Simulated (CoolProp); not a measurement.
A single-stage vapour-compression cycle with R1233zd(E): evaporating at 302.15 K (dew point), condensing at 351.15 K (bubble point), superheat 5 K, subcooling 8 K, compressor efficiency 0.85, no pressure losses. Each further row changes one setting.

Values from CoolProp's reference Helmholtz-energy equation of state, Akasaka 2022.

```csv
case,cooling COP,pressure ratio,discharge temperature (K),refrigerating effect (kJ/kg),volumetric capacity (kJ/m³)
as stated,4.46,4.18,354.7,142,1150
evaporating temperature 307.15 K,5.17,3.53,354.5,145,1380
condensing temperature 346.15 K,5.11,3.69,350.2,148,1200
subcooling 13 K,4.67,4.18,354.7,148,1200
superheat 15 K,4.53,4.18,364.7,150,1170
compressor efficiency 0.75,3.94,4.18,359.1,142,1150
```
